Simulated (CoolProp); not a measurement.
Vapour-liquid equilibrium of n-hexane (1) + cyclohexane (2) at 20.95 °C; x and y are mole fractions of (1).

Values from CoolProp's multi-fluid Helmholtz-energy mixture model, Thol 2019 and Zhou 2014; pair parameters Bell 2016.

```csv
x,bubble pressure (MPa),y at the bubble point,dew pressure at overall composition x (MPa),liquid density (mol/L)
0.05,0.01123,0.085,0.01106,9.147
0.2,0.01236,0.295,0.01183,8.876
0.35,0.01335,0.463,0.01268,8.619
0.5,0.01425,0.606,0.01358,8.374
0.65,0.01508,0.734,0.01453,8.142
0.8,0.01586,0.852,0.01551,7.920
0.95,0.01662,0.964,0.01652,7.709
```

No azeotrope shows between x = 0.05 and 0.95.

Pair parameters are fitted to limited data, so mixtures are less certain than the pure fluids.
